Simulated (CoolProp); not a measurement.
Methanol at several states: density (kg/m³) from the reference equation and from simpler models built on Tc = 240.2 °C, pc = 82.16 bar, ω = 0.565; each cubic takes its own stable root.

Computed with CoolProp (reference Helmholtz-energy equation of state, de Reuck 1993).

| T (°C) | p (bar) | phase | reference | Soave-Redlich-Kwong | Peng-Robinson |
|---|---|---|---|---|---|
| -42.45 | 321 | liquid | 870.0 | 650.4 | 728.0 |
| 108.25 | 1.66 | gas | 1.726 | 1.711 | 1.713 |
| 265.45 | 0.151 | gas | 0.1081 | 0.1081 | 0.1081 |
| 148.15 | 69 | liquid | 662.8 | 491.3 | 555.9 |
| 132.65 | 1.71 | gas | 1.658 | 1.651 | 1.653 |
